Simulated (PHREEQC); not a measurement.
LiOH is added in steps, without added water, to 1 kg of water holding 0.0025 mol Pb(NO3)2 and 8.3e-05 mol NaNO3, at 90 °C. Oxygen is held at 0.21 atm. The system is closed to CO2. Precipitation was switched off in this run.

Base run: PHREEQC, ion-association model, phreeqc.dat. Each further column changes one thing. The table gives pH.

```json
[
 {"LiOH added (mol)": "0", "base": "5.23", "NaNO3 replaced by Cd(NO3)2 at the same molality": "5.23", "NaNO3 from 8.3e-05 to 1.66e-05 mol/kgw": "5.23", "solids may form": "4.56"},
 {"LiOH added (mol)": "0.000525", "base": "6.23", "NaNO3 replaced by Cd(NO3)2 at the same molality": "6.23", "NaNO3 from 8.3e-05 to 1.66e-05 mol/kgw": "6.23", "solids may form": "4.58"},
 {"LiOH added (mol)": "0.0007875", "base": "6.31", "NaNO3 replaced by Cd(NO3)2 at the same molality": "6.31", "NaNO3 from 8.3e-05 to 1.66e-05 mol/kgw": "6.31", "solids may form": "4.60"},
 {"LiOH added (mol)": "0.001313", "base": "6.45", "NaNO3 replaced by Cd(NO3)2 at the same molality": "6.45", "NaNO3 from 8.3e-05 to 1.66e-05 mol/kgw": "6.44", "solids may form": "4.62"},
 {"LiOH added (mol)": "0.001575", "base": "6.51", "NaNO3 replaced by Cd(NO3)2 at the same molality": "6.51", "NaNO3 from 8.3e-05 to 1.66e-05 mol/kgw": "6.51", "solids may form": "4.64"},
 {"LiOH added (mol)": "0.0021", "base": "6.66", "NaNO3 replaced by Cd(NO3)2 at the same molality": "6.66", "NaNO3 from 8.3e-05 to 1.66e-05 mol/kgw": "6.66", "solids may form": "4.67"},
 {"LiOH added (mol)": "0.002625", "base": "6.87", "NaNO3 replaced by Cd(NO3)2 at the same molality": "6.87", "NaNO3 from 8.3e-05 to 1.66e-05 mol/kgw": "6.87", "solids may form": "4.72"},
 {"LiOH added (mol)": "0.002887", "base": "7.03", "NaNO3 replaced by Cd(NO3)2 at the same molality": "7.03", "NaNO3 from 8.3e-05 to 1.66e-05 mol/kgw": "7.03", "solids may form": "4.74"},
 {"LiOH added (mol)": "0.003413", "base": "8.33", "NaNO3 replaced by Cd(NO3)2 at the same molality": "8.20", "NaNO3 from 8.3e-05 to 1.66e-05 mol/kgw": "8.33", "solids may form": "4.80"},
 {"LiOH added (mol)": "0.003675", "base": "8.90", "NaNO3 replaced by Cd(NO3)2 at the same molality": "8.82", "NaNO3 from 8.3e-05 to 1.66e-05 mol/kgw": "8.90", "solids may form": "4.84"},
 {"LiOH added (mol)": "0.0042", "base": "9.30", "NaNO3 replaced by Cd(NO3)2 at the same molality": "9.26", "NaNO3 from 8.3e-05 to 1.66e-05 mol/kgw": "9.30", "solids may form": "4.95"}
]
```

In at least one series the solution becomes supersaturated in solids that the run did not let form, among them Pb(OH)2. Constants without temperature data keep their 25 °C values here. The database's Pb(OH)2 solid is less soluble than what usually precipitates. Solids allowed in the column 'solids may form': Pb(OH)2.
